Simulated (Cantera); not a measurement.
A Cantera script and its output.

```python
import numpy as np
import cantera as ct

gas = ct.Solution("gri30.yaml", transport_model="mixture-averaged")
show = ['N2', 'NO', 'H2']

rows = []
print(f"{'T/K':>7s}{'rho':>11s}{'cp':>10s}{'mu':>11s}{'lambda':>11s}{'Pr':>7s}" + "".join(f"{'D_' + s:>11s}" for s in show))
for T in [400, 650, 900, 1150, 1400, 1650, 1900, 2150, 2400]:
    gas.TPX = T, 250000, {'C2H6': 0.17}
    Pr = gas.cp_mass * gas.viscosity / gas.thermal_conductivity
    D = [gas.mix_diff_coeffs_mole[gas.species_index(s)] for s in show]
    rows.append([gas.density, gas.cp_mass, gas.viscosity, gas.thermal_conductivity, Pr, *D])
    print(f"{T:7g}{gas.density:11.4e}{gas.cp_mass:10.1f}{gas.viscosity:11.4e}"
          f"{gas.thermal_conductivity:11.4e}{Pr:7.3f}" + "".join(f"{d:11.4e}" for d in D))
print("SI units: kg/m3, J/kg/K, Pa s, W/m/K, m2/s")
```

Result:

```
    T/K        rho        cp         mu     lambda     Pr       D_N2       D_NO       D_H2
    400 2.2604e+00    2166.5 1.2323e-05 3.5590e-02  0.750 1.0139e-05 9.9636e-06 3.8197e-05
    650 1.3910e+00    3147.1 1.8598e-05 7.7873e-02  0.752 2.3800e-05 2.3388e-05 8.7342e-05
    900 1.0046e+00    3836.7 2.3838e-05 1.2235e-01  0.748 4.1510e-05 4.0791e-05 1.5075e-04
   1150 7.8622e-01    4364.9 2.8428e-05 1.6532e-01  0.751 6.2773e-05 6.1685e-05 2.2681e-04
   1400 6.4582e-01    4735.6 3.2574e-05 2.0583e-01  0.749 8.7275e-05 8.5762e-05 3.1447e-04
   1650 5.4797e-01    5003.5 3.6400e-05 2.4370e-01  0.747 1.1479e-04 1.1280e-04 4.1299e-04
   1900 4.7587e-01    5196.0 3.9984e-05 2.7896e-01  0.745 1.4516e-04 1.4265e-04 5.2175e-04
   2150 4.2053e-01    5335.6 4.3382e-05 3.1176e-01  0.742 1.7825e-04 1.7516e-04 6.4029e-04
   2400 3.7673e-01    5439.7 4.6632e-05 3.4226e-01  0.741 2.1395e-04 2.1025e-04 7.6819e-04
SI units: kg/m3, J/kg/K, Pa s, W/m/K, m2/s
```

Detailed kinetics in Cantera: GRI-Mech 3.0 (53 species, 325 reactions). The composition is frozen, though it would react at the higher temperatures.
